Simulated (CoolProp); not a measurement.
Vapour-liquid equilibrium of n-decane (1) + n-dodecane (2) at 0.294 bar; x and y are mole fractions of (1).

The numbers come from the multi-fluid Helmholtz-energy mixture model, Lemmon 2006 and Lemmon 2004; pair parameters Bell 2016 in CoolProp.

```csv
x,"bubble temperature, mixture model (°C)","bubble temperature, Raoult's law (°C)","y, mixture model","y, Raoult's law"
0.05,167.2,167.0,0.135,0.143
0.125,162.7,162.4,0.305,0.317
0.2,158.6,158.3,0.442,0.453
0.275,154.9,154.6,0.553,0.561
0.35,151.4,151.2,0.643,0.649
0.425,148.3,148.2,0.716,0.720
0.5,145.4,145.4,0.776,0.779
0.575,142.8,142.8,0.826,0.829
0.65,140.4,140.4,0.868,0.871
0.725,138.1,138.1,0.904,0.907
0.8,136.1,136.1,0.935,0.937
0.875,134.1,134.1,0.962,0.963
0.95,132.3,132.3,0.986,0.986
```

The largest gap from Raoult's law is +0.3 K in bubble temperature, at x = 0.2. No azeotrope shows between x = 0.05 and 0.95.

Pair parameters are fitted to limited data, so mixtures are less certain than the pure fluids.
